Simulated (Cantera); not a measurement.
A freely propagating, adiabatic, planar premixed flame of 36.2 % H2, 13.9 % O2, 49.9 % N2, equivalence ratio 1.3, unburnt at 675 K and 1.00 bar; mixture-averaged transport, grid criteria slope 0.08 and curve 0.16, no radiation.

Computed with Cantera and the H2/O2 subset of GRI-Mech 3.0, which has no nitrogen chemistry. Burning velocities carry a grid error of a few per cent, more on coarse grids.

Question: Predict: laminar burning velocity; thermal thickness; peak x(H2O2); peak x(OH); peak x(H).

Answer: 
* **laminar burning velocity**: 1090 cm/s
* **thermal thickness**: 0.480 mm
* **peak x(H2O2)**: 6.36e-6
* **peak x(OH)**: 0.0175
* **peak x(H)**: 0.0903
